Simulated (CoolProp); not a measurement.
Model: reference Helmholtz-energy equation of state, Zhou 2016, in CoolProp.

Problem. For R245ca, give the phase and the cp (kJ/(kg K)), speed of sound (m/s) at 112.85 °C and 0.065 MPa; -1.55 °C and 3.27 MPa; 10.85 °C and 0.716 MPa.

Solution. 
- 112.85 °C and 0.065 MPa: gas; cp 1.07, speed of sound 158
- -1.55 °C and 3.27 MPa: liquid; cp 1.34, speed of sound 864
- 10.85 °C and 0.716 MPa: liquid; cp 1.36, speed of sound 800
